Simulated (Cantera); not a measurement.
Input (Python, Cantera) and output of one run.

```python
import numpy as np
import cantera as ct

gas_names = [...]  # 77 gases of nasa_gas.yaml made of C, H, Ti
cond_names = """
    C(gr) C6H6(L) C7H8(L) C8H18(L),n-octa Ti(a) Ti(b) Ti(L) TiC(s) TiC(L)
""".split()


# ... load() reads the species with a 1 bar reference pressure and builds the phases ...
atoms = {
    'Ti': {'Ti': 1},
    'CH4': {'C': 1, 'H': 4},
    'H2': {'H': 2},
}
top_T = {'C(gr)': 4500}  # K; cautious upper limits of use, not melting points


# ... equilibrate(T, P, feed) seeds the gas with the atoms and calls Mixture.equilibrate('TP', solver="vcs", rtol=1e-11, max_steps=5000) ...
results = []
T = 1600  # K
P = 100000  # Pa
for m in [0.11, 0.13, 0.16, 0.2, 0.24, 0.3, 0.37, 0.45, 0.56, 0.68, 0.84, 1]:
    feed = {'Ti': 1, 'CH4': m, 'H2': 10}  # mol
    mix = equilibrate(T, P, feed)
    results.append((T, P, feed, dict(zip(mix.species_names, mix.species_moles))))
    x = sorted(zip(gas.X, gas.species_names), reverse=True)
    print(f"T = {T:g} K  P = {P:g} Pa  n(CH4) = {m:g} mol  gas = {mix.phase_moles(0):.4g} mol")
    print("   x: " + "  ".join(f"{s} {v:.3e}" for v, s in x if v > 0.001))
    print("   condensed (mol): " + ("  ".join(f"{mix.phase(i).name} {mix.phase_moles(i):.4g}"
          for i in range(1, mix.n_phases) if mix.phase_moles(i) > 1e-12) or "none"))
```

Result:

```
T = 1600 K  P = 100000 Pa  n(CH4) = 0.11 mol  gas = 10.22 mol
   x: H2 9.999e-01
   condensed (mol): Ti(b) 0.89  TiC(s) 0.11
T = 1600 K  P = 100000 Pa  n(CH4) = 0.13 mol  gas = 10.26 mol
   x: H2 9.999e-01
   condensed (mol): Ti(b) 0.87  TiC(s) 0.13
T = 1600 K  P = 100000 Pa  n(CH4) = 0.16 mol  gas = 10.32 mol
   x: H2 9.999e-01
   condensed (mol): Ti(b) 0.84  TiC(s) 0.16
T = 1600 K  P = 100000 Pa  n(CH4) = 0.2 mol  gas = 10.4 mol
   x: H2 9.999e-01
   condensed (mol): Ti(b) 0.8  TiC(s) 0.2
T = 1600 K  P = 100000 Pa  n(CH4) = 0.24 mol  gas = 10.48 mol
   x: H2 9.999e-01
   condensed (mol): Ti(b) 0.76  TiC(s) 0.24
T = 1600 K  P = 100000 Pa  n(CH4) = 0.3 mol  gas = 10.6 mol
   x: H2 9.999e-01
   condensed (mol): Ti(b) 0.7  TiC(s) 0.3
T = 1600 K  P = 100000 Pa  n(CH4) = 0.37 mol  gas = 10.74 mol
   x: H2 9.999e-01
   condensed (mol): Ti(b) 0.63  TiC(s) 0.37
T = 1600 K  P = 100000 Pa  n(CH4) = 0.45 mol  gas = 10.9 mol
   x: H2 9.999e-01
   condensed (mol): Ti(b) 0.55  TiC(s) 0.45
T = 1600 K  P = 100000 Pa  n(CH4) = 0.56 mol  gas = 11.12 mol
   x: H2 9.999e-01
   condensed (mol): Ti(b) 0.44  TiC(s) 0.56
T = 1600 K  P = 100000 Pa  n(CH4) = 0.68 mol  gas = 11.36 mol
   x: H2 9.999e-01
   condensed (mol): Ti(b) 0.32  TiC(s) 0.68
T = 1600 K  P = 100000 Pa  n(CH4) = 0.84 mol  gas = 11.68 mol
   x: H2 9.999e-01
   condensed (mol): Ti(b) 0.16  TiC(s) 0.84
T = 1600 K  P = 100000 Pa  n(CH4) = 1 mol  gas = 12 mol
   x: H2 9.999e-01
   condensed (mol): TiC(s) 1
```

These are equilibrium values from Cantera (NASA tables, ideal gas, pure condensed phases), not measurements of a reactor. Mutual solubility and eutectic melting of coexisting phases are not modelled. TiC: taken at fixed stoichiometry. Condensed phases not in the tables: N, O or C dissolved in the metal.
